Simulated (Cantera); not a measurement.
Feed: 1 mol MgCO3, 0.97 mol H2S, 0.95 mol CO2, held at 1.00 bar.

Cantera equilibrium calculation (NASA polynomials, part measured and part estimated; ideal gas, pure solids and liquids). Candidate condensed phases: C, C6H6, C7H8, C8H18, H2O, H2SO4, Mg, MgCO3, MgO, Mg(OH)2, MgS, MgSO4, S; 130 gas species. Gases not in the tables: S3 to S7. Equilibrium is a limit: real reactors are often held back by kinetics, nucleation or transport. All values below are at 873 K.

Base state: CO2 0.607, H2S 0.270, H2O 0.0543, COS 0.0363, CO 0.0170, S2 0.0105, H2 0.00405, CS2 0.000520 (mole fractions); condensed: MgO(s).

**Question.** What changes in the equilibrium state with this change: 0.34 mol H2 added?

**Answer.** 
| species | before | after |
|---|---|---|
| CO2 | 0.607 | 0.508 |
| H2S | 0.270 | 0.278 |
| H2O | 0.0543 | 0.0901 |
| CO | 0.0170 | 0.0709 |
| S2 | 0.0105 | 0.000162 |
| H2 | 0.00405 | 0.0335 |
| COS | 0.0363 | 0.0189 |
| CH4 | 3.97e-8 | 5.66e-5 |
| SO2 | 1.62e-5 | 8.09e-8 |
| CS2 | 0.000520 | 0.000167 |
| MgO(s), mol | 1.00 | 1.00 |
